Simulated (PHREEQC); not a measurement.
A made-up water analysis in mg/kgw, 25 °C, pH 6.29:

```json
[
 {"constituent": "Na", "mg/kgw": "3590"},
 {"constituent": "K", "mg/kgw": "473"},
 {"constituent": "Ca", "mg/kgw": "54.1"},
 {"constituent": "Mg", "mg/kgw": "90.4"},
 {"constituent": "Cl", "mg/kgw": "4680"},
 {"constituent": "S(6) as SO4", "mg/kgw": "2390"},
 {"constituent": "Alkalinity as HCO3", "mg/kgw": "0.156"}
]
```

Valence states are taken as typed.

Model: Pitzer model, pitzer.dat, run in PHREEQC.

Each row changes one thing in this solution. Precipitation was switched off in this run.

| case | HCO3- (mol/kgw) | CO2 (mol/kgw) | HSO4- (mol/kgw) | MgOH+ (mol/kgw) | CO3-2 (mol/kgw) | MgCO3 (mol/kgw) | SI of Gypsum (CaSO4:2H2O) | SI of Mirabilite (Na2SO4:10H2O) |
|---|---|---|---|---|---|---|---|---|
| as made | 3.58e-6 | 3.07e-6 | 3.68e-7 | 3.54e-9 | 1.06e-9 | 2.07e-10 | -1.17 | -2.93 |
| pH from 6.29 to 5.99 at the same alkalinity | 4.65e-6 | 7.96e-6 | 7.34e-7 | 1.77e-9 | 6.90e-10 | 1.35e-10 | -1.17 | -2.93 |
| K from 473 to 1420 mg/kgw | 3.58e-6 | 3.02e-6 | 3.63e-7 | 3.43e-9 | 1.05e-9 | 1.96e-10 | -1.20 | -2.95 |
| S(6) from 2390 to 7170 mg/kgw | 4.28e-6 | 3.34e-6 | 9.88e-7 | 3.15e-9 | 1.37e-9 | 1.76e-10 | -0.92 | -2.59 |
| temperature from 25 to 90 °C at the same typed pH | 4.22e-6 | 3.43e-6 | 2.37e-6 | 2.97e-7 | 2.06e-9 | 6.85e-10 | -1.10 | -4.58 |

Constants without temperature data keep their 25 °C values here.
